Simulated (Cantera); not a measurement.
Charge: 1 mol B2O3, 6.8 mol O2, a varied amount of H2, equilibrated at 0.100 bar.

Method: chemical equilibrium by Gibbs-energy minimisation in Cantera with the NASA 1993 tables (ideal gas, pure condensed phases). Candidate condensed phases: B, B2O3, B3O3H3, H2O; 23 gas species. Kinetics and transport are ignored.

Stable condensed phases, one row left out:

```
T in °C \ n(H2) in mol
         0.54  1.4  2.2    3  3.8  4.6  5.5
   1550     A    B    B    B    B    B    B
   1450     A    A    A    B    B    B    B
   1250     A    A    A    A    A    A    A
   1150     A    A    A    A    A    A    A
   1050     A    A    A    A    A    A    A
    950     A    A    A    A    A    A    A
    850     A    A    A    A    A    A    A
    750     A    A    A    A    A    A    A
    650     A    A    A    A    A    A    A
    550     A    A    A    A    A    A    A
```

A: B2O3; B: gas only.

Task: Give the row for 1350 °C.

Result: 0.54: B2O3; 1.4: B2O3; 2.2: B2O3; 3: B2O3; 3.8: B2O3; 4.6: B2O3; 5.5: B2O3.
